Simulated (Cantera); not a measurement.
Charge: 1 mol Fe(CO)5, 0.12 mol O2, 4.4 mol H2, equilibrated at 1375 K and 0.520 bar.

Cantera equilibrium calculation (NASA polynomials, part measured and part estimated; ideal gas, pure solids and liquids). Candidate condensed phases: C, C6H6, C7H8, C8H18, Fe, Fe(CO)5, FeO, Fe(OH)2, Fe(OH)3, Fe2O3, Fe3O4, H2O; 114 gas species. Kinetics and transport are ignored.

What is the equilibrium state?


```json
{
  "x(CO)": "0.523",
  "x(H2)": "0.452",
  "x(H2O)": "0.0164",
  "x(CO2)": "0.00917",
  "x(CH4)": "1.82e-5",
  "x(H)": "3.19e-6",
  "n(Fe(γ))": "1.00 mol",
  "gas_amount": "9.400 mol",
  "log10 activity of C(graphite) (absent)": "-1.46",
  "log10 activity of Fe(OH)2(s) (absent)": "-8.52",
  "log10 activity of Fe(OH)3(s) (absent)": "-15.12"
}
```
